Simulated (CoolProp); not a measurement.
Vapour pressure (bar) of R1234ze(Z): the reference equation beside estimates from Tc = 150.1 °C, pc = 35.31 bar, ω = 0.327.

Values from CoolProp's reference Helmholtz-energy equation of state, Akasaka 2019.

| T (°C) | reference | Redlich-Kwong | Peng-Robinson |
|---|---|---|---|
| 5.15 | 0.8448 | 1.778 | 0.8406 |
| 11.95 | 1.104 | 2.212 | 1.099 |
| 18.75 | 1.422 | 2.718 | 1.418 |
| 25.45 | 1.803 | 3.295 | 1.798 |
| 32.25 | 2.265 | 3.966 | 2.261 |
| 38.95 | 2.806 | 4.717 | 2.803 |
| 45.75 | 3.452 | 5.577 | 3.451 |
| 52.45 | 4.194 | 6.526 | 4.196 |
| 59.25 | 5.065 | 7.600 | 5.072 |
| 66.05 | 6.069 | 8.790 | 6.082 |
| 72.75 | 7.198 | 10.08 | 7.219 |
| 79.55 | 8.499 | 11.52 | 8.532 |
| 86.25 | 9.948 | 13.07 | 9.994 |
| 93.05 | 11.60 | 14.78 | 11.66 |
| 99.85 | 13.45 | 16.63 | 13.54 |

Absolute difference from the reference over all 15 rows, mean and median: Redlich-Kwong 59.9 and 55.6 %, Peng-Robinson 0.3 and 0.3 %.
